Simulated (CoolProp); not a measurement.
A single-stage vapour-compression cycle with the fluid: evaporating at 284.15 K (dew point), condensing at 324.15 K (bubble point), superheat 0 K, subcooling 8 K, compressor efficiency 0.9, no pressure losses. The same conditions are run with several fluids, on thermodynamics alone (safety and materials aside).

Values from CoolProp's reference Helmholtz-energy equation of state of each fluid (R143a: Lemmon and Jacobsen 2000; dimethyl ether: Wu 2011; cyclopentane: Gedanitz 2015; n-perfluorobutane: Gao 2022; isobutane: Bücker 2006; cis-2-butene: Lemmon 2005).

Rank R143a, dimethyl ether, cyclopentane, n-perfluorobutane, isobutane, cis-2-butene by cooling COP, highest first.

cyclopentane (5.97), cis-2-butene (5.81), dimethyl ether (5.68), isobutane (5.58), R143a (4.97), n-perfluorobutane (4.91)

```json
[
 {"fluid": "R143a", "pressure ratio": "2.74", "discharge temperature (K)": "332.5", "refrigerating effect (kJ/kg)": "123", "volumetric capacity (kJ/m³)": "4710"},
 {"fluid": "dimethyl ether", "pressure ratio": "3.04", "discharge temperature (K)": "336.4", "refrigerating effect (kJ/kg)": "342", "volumetric capacity (kJ/m³)": "2820"},
 {"fluid": "cyclopentane", "pressure ratio": "4.54", "discharge temperature (K)": "334.6", "refrigerating effect (kJ/kg)": "358", "volumetric capacity (kJ/m³)": "254"},
 {"fluid": "n-perfluorobutane", "pressure ratio": "3.43", "discharge temperature (K)": "324.2", "refrigerating effect (kJ/kg)": "56.4", "volumetric capacity (kJ/m³)": "1010"},
 {"fluid": "isobutane", "pressure ratio": "3.08", "discharge temperature (K)": "324.2", "refrigerating effect (kJ/kg)": "265", "volumetric capacity (kJ/m³)": "1600"},
 {"fluid": "cis-2-butene", "pressure ratio": "3.45", "discharge temperature (K)": "330.1", "refrigerating effect (kJ/kg)": "335", "volumetric capacity (kJ/m³)": "1110"}
]
```

The compression ends wet for: n-perfluorobutane; isobutane.
